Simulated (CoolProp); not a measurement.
Decamethylcyclopentasiloxane (D5) at several states: Z from the reference equation and from simpler models built on Tc = 618.3 K, pc = 1.078 MPa, ω = 0.631; each cubic takes its own stable root.

The numbers come from the reference Helmholtz-energy equation of state, Thol 2019 in CoolProp.

```tsv
T (K)	p (MPa)	phase	reference
357.5	0.0517	liquid	0.007243
602.7	0.17	gas	0.9350
468.5	2.21	liquid	0.2717
545.8	0.0637	gas	0.9653
267.2	0.19	liquid	0.03212
```

Problem. How far does each simpler model (van der Waals, Peng-Robinson) lie from the reference over these 5 states: mean and median of the absolute difference, and the worst?

Solution. 
- van der Waals: mean 2627.4 %, median 70.3 %, worst +12977.5 % at 357.5 K and 0.0517 MPa
- Peng-Robinson: mean 2.1 %, median 0.3 %, worst +7.2 % at 267.2 K and 0.19 MPa

At some of these states van der Waals gives the other phase, because its saturation line lies elsewhere.
